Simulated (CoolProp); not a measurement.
Vapour-liquid equilibrium of acetone (1) + dimethyl carbonate (2) at 124 kPa; x and y are mole fractions of (1).

Computed with CoolProp (multi-fluid Helmholtz-energy mixture model, Lemmon 2006 and Zhou 2011; pair parameters Bell 2016).

| x | bubble temperature (K) | y at the bubble point | dew temperature at overall composition x (K) | liquid density (mol/L) |
|---|---|---|---|---|
| 0.05 | 366.6 | 0.135 | 368.6 | 10.82 |
| 0.125 | 362.5 | 0.294 | 366.8 | 10.98 |
| 0.2 | 358.9 | 0.418 | 364.9 | 11.13 |
| 0.275 | 355.8 | 0.519 | 363.0 | 11.28 |
| 0.35 | 353.1 | 0.603 | 360.9 | 11.43 |
| 0.425 | 350.5 | 0.674 | 358.7 | 11.58 |
| 0.5 | 348.1 | 0.736 | 356.4 | 11.74 |
| 0.575 | 345.9 | 0.791 | 354.0 | 11.89 |
| 0.65 | 343.8 | 0.839 | 351.4 | 12.04 |
| 0.725 | 341.8 | 0.882 | 348.6 | 12.19 |
| 0.8 | 339.9 | 0.919 | 345.5 | 12.35 |
| 0.875 | 338.1 | 0.953 | 342.1 | 12.51 |
| 0.95 | 336.4 | 0.982 | 338.3 | 12.67 |

No azeotrope shows between x = 0.05 and 0.95.

Pair parameters are fitted to limited data, so mixtures are less certain than the pure fluids.
